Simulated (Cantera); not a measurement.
Cantera run, input and output.

```python
import numpy as np
import cantera as ct

gas = ct.Solution("gri30.yaml")
gas.TPX = 1050, 52000, {'N2O': 1, 'H2': 0.04, 'N2': 0.86}
reactor = ct.IdealGasConstPressureReactor(gas, energy="off", clone=False)
net = ct.ReactorNet([reactor])
net.rtol, net.atol = 1e-08, 1e-18
show = ['N2O', 'H2', 'NO2', 'H2O', 'O', 'NO', 'N2']
times = np.geomspace(1e-06, 2, 14)

steps = ct.SolutionArray(gas, extra=["t"])
rows = []
print(f"{'t/s':>10s}{'T/K':>9s}{'P/Pa':>11s}" + "".join(f"{s:>11s}" for s in show))
for t in times:
    while net.time < t:
        t_next = net.step()
        steps.append(gas.state, t=t_next)
    rows.append([np.interp(t, steps.t, y) for y in (steps.T, steps.P, *steps(*show).X.T)])
    print(f"{t:10.3e}{rows[-1][0]:9.1f}{rows[-1][1]:11.4g}" + "".join(f"{x:11.3e}" for x in rows[-1][2:]))
rate = np.gradient(steps.T, steps.t)
print("integrator steps:", len(steps.t))
if steps.T.max() > steps.T[0] + 200:
    print(f"time of steepest temperature rise: {steps.t[rate.argmax()]:.4e} s")
gas.TPX = 1050, 52000, {'N2O': 1, 'H2': 0.04, 'N2': 0.86}
gas.equilibrate("TP")
print(f"equilibrium (TP): T = {gas.T:.1f} K  " + "  ".join(f"{s} {gas[s].X[0]:.3e}" for s in show))
```

Output:

```
       t/s      T/K       P/Pa        N2O         H2        NO2        H2O          O         NO         N2
 1.000e-06   1050.0    5.2e+04  5.263e-01  2.105e-02  7.235e-22  3.448e-12  3.103e-09  4.358e-12  4.526e-01
 3.053e-06   1050.0    5.2e+04  5.263e-01  2.105e-02  5.835e-20  9.312e-11  8.911e-09  3.946e-11  4.526e-01
 9.319e-06   1050.0    5.2e+04  5.263e-01  2.105e-02  4.140e-18  2.324e-09  2.276e-08  3.395e-10  4.526e-01
 2.845e-05   1050.0    5.2e+04  5.263e-01  2.105e-02  2.214e-16  4.919e-08  4.329e-08  2.606e-09  4.526e-01
 8.685e-05   1050.0    5.2e+04  5.263e-01  2.105e-02  1.096e-14  7.737e-07  5.237e-08  1.745e-08  4.526e-01
 2.651e-04   1050.0    5.2e+04  5.263e-01  2.104e-02  1.311e-12  8.717e-06  5.264e-08  1.186e-07  4.526e-01
 8.094e-04   1050.0    5.2e+04  5.262e-01  2.097e-02  2.046e-10  8.021e-05  5.289e-08  8.714e-07  4.527e-01
 2.471e-03   1050.0    5.2e+04  5.256e-01  2.035e-02  8.553e-09  6.969e-04  6.352e-08  6.173e-06  4.533e-01
 7.543e-03   1050.0    5.2e+04  5.216e-01  1.635e-02  3.525e-08  4.674e-03  9.402e-08  2.704e-05  4.573e-01
 2.303e-02   1050.0    5.2e+04  5.125e-01  7.450e-03  2.375e-07  1.357e-02  1.012e-07  5.789e-05  4.663e-01
 7.030e-02   1050.0    5.2e+04  5.060e-01  1.302e-03  2.667e-06  1.972e-02  1.216e-07  8.280e-05  4.727e-01
 2.146e-01   1050.0    5.2e+04  5.035e-01  7.479e-05  2.300e-05  2.094e-02  1.256e-07  1.121e-04  4.746e-01
 6.551e-01   1050.0    5.2e+04  4.998e-01  1.810e-07  8.353e-05  2.100e-02  1.190e-07  1.933e-04  4.769e-01
 2.000e+00   1050.0    5.2e+04  4.889e-01  5.229e-09  1.388e-04  2.091e-02  1.129e-07  5.380e-04  4.834e-01
integrator steps: 1448
equilibrium (TP): T = 1050.0 K  N2O 2.916e-09  H2 1.890e-11  NO2 1.410e-06  H2O 1.681e-02  O 4.192e-10  NO 5.182e-05  N2 7.815e-01
```

Cantera simulation using GRI-Mech 3.0 (53 species, 325 reactions); the numbers are that mechanism's predictions, not measurements. GRI-Mech 3.0 was tuned for natural gas; its chemistry of N2O as a main component is partial and can be far from experiment. The mechanism lacks the step 2 NO + O2 → 2 NO2, which can matter for NO2 below about 1400 K. The temperature is held fixed by assumption; the heat of reaction is taken as removed at once.
